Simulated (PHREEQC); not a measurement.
Solution A (44 mmol/kgw HF, 0.57 mmol/kgw CsF and 44 mmol/kgw H3PO4) is mixed with solution B (6.2 mmol/kgw ZnSO4, 0.15 mmol/kgw NiCl2 and 0.42 mmol/kgw H2SO4) at 14 °C; shares are by mass of water, 1 kg in all. Oxygen is held at 0.21 atm. CO2 from the air is kept out. Only these solids could form: Zincite(c), Zn4(OH)6SO4, Zn5(OH)8Cl2, Zn3(PO4)2:4w, Ni(OH)2, Ni3(PO4)2, Ni4(OH)6SO4, Goslarite, Morenosite, ZnF2.

The numbers come from PHREEQC with the ion-association model, wateq4f.dat.

```tsv
share of solution B	pH	Ni+2 (mol/kgw)	HF (mol/kgw)	Zn+2 (mol/kgw)
0	1.80	0	0.0335	0
0.1	1.83	___	0.0306	0.000595
0.2	1.87	2.81e-5	___	0.00116
0.3	1.90	4.14e-5	0.0244	0.00170
0.4	1.95	5.41e-5	___	0.00220
0.5	2.00	6.64e-5	0.0179	0.00269
0.6	2.06	7.81e-5	0.0145	___
0.7	___	8.92e-5	___	___
0.8	2.25	9.96e-5	0.00721	0.00395
0.9	2.44	0.000109	0.00342	0.00428
1	3.21	0.000117	0	0.00451
```

Question: What belongs in the gaps?

Answer: 
- 0.1, Ni+2 (mol/kgw): 1.44e-5
- 0.2, HF (mol/kgw): 0.0275
- 0.4, HF (mol/kgw): 0.0212
- 0.6, Zn+2 (mol/kgw): 0.00314
- 0.7, pH: 2.14
- 0.7, HF (mol/kgw): 0.0109
- 0.7, Zn+2 (mol/kgw): 0.00356

wateq4f.dat counts part of the HF as a dimer, H2F2, which phreeqc.dat doesn't know; its constant is uncertain. H3PO4, which wateq4f.dat lacks, is added to it with the constant of phreeqc.dat. At this temperature some constants are extrapolated from 25 °C, and those without enthalpy data are left unchanged. The database has no phosphate complexes of Zn, Ni.
